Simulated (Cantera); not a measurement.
An adiabatic, constant-volume homogeneous reactor starts with H2 : O2 : N2 = 1 : 1.11 : 4.18 (molar parts), at 1650 K and 4.50 bar. Integrator tolerance rtol = 1e-08.

Cantera simulation using the H2/O2 subset of GRI-Mech 3.0, which has no nitrogen chemistry; the numbers are that mechanism's predictions, not measurements. The hydrogen kinetics of GRI-Mech 3.0 are dated; newer H2 mechanisms differ, most at raised pressure.

What does this change do: constant pressure in place of constant volume?


```json
[
 {"quantity": "time of steepest temperature rise", "before": "2.13 µs", "after": "2.15 µs"},
 {"quantity": "temperature at 3.00 s", "before": "2797 K", "after": "2635 K"},
 {"quantity": "equilibrium temperature", "before": "2797 K", "after": "2635 K"},
 {"quantity": "x(H2) at 3.00 s", "before": "0.00402 (gas-phase equilibrium 0.00402)", "after": "0.00266 (gas-phase equilibrium 0.00266)"},
 {"quantity": "x(O2) at 3.00 s", "before": "0.0982 (gas-phase equilibrium 0.0982)", "after": "0.100 (gas-phase equilibrium 0.100)"},
 {"quantity": "x(O) at 3.00 s", "before": "0.00633 (gas-phase equilibrium 0.00633)", "after": "0.00409 (gas-phase equilibrium 0.00409)"},
 {"quantity": "x(H2O2) at 3.00 s", "before": "1.62e-6 (gas-phase equilibrium 1.62e-6)", "after": "9.99e-7 (gas-phase equilibrium 9.99e-7)"},
 {"quantity": "x(H2O) at 3.00 s", "before": "0.155 (gas-phase equilibrium 0.155)", "after": "0.160 (gas-phase equilibrium 0.160)"},
 {"quantity": "x(OH) at 3.00 s", "before": "0.0209 (gas-phase equilibrium 0.0209)", "after": "0.0156 (gas-phase equilibrium 0.0156)"},
 {"quantity": "x(HO2) at 3.00 s", "before": "3.28e-5 (gas-phase equilibrium 3.28e-5)", "after": "2.11e-5 (gas-phase equilibrium 2.11e-5)"}
]
```
